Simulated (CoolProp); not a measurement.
R134a along the isotherm 339.3 K: fugacity coefficient from the reference equation and from simpler models built on Tc = 374.2 K, pc = 4059 kPa, ω = 0.327; each cubic takes its own stable root.

Computed with CoolProp (reference Helmholtz-energy equation of state, Tillner-Roth 1994).

```
p (kPa)   phase  reference
-------  ------  ---------
634         gas     0.9219
1270        gas     0.8443
1900        gas     0.7665
2540     liquid     0.5941
3170     liquid     0.4866
3810     liquid     0.4140
4440     liquid     0.3630
5070     liquid     0.3248
5710     liquid     0.2947
6340     liquid     0.2711
6980     liquid     0.2516
7610     liquid     0.2356
8250     liquid     0.2220
8880     liquid     0.2106
9510     liquid     0.2007
10100    liquid     0.1927
```

### Question
How far does each simpler model (Redlich-Kwong, Peng-Robinson) lie from the reference over these 16 states: mean and median of the absolute difference, and the worst?

### Answer
- Redlich-Kwong: mean 15.6 %, median 18.0 %, worst +22.0 % at 339.3 K and 10100 kPa
- Peng-Robinson: mean 1.0 %, median 1.1 %, worst +1.7 % at 339.3 K and 10100 kPa
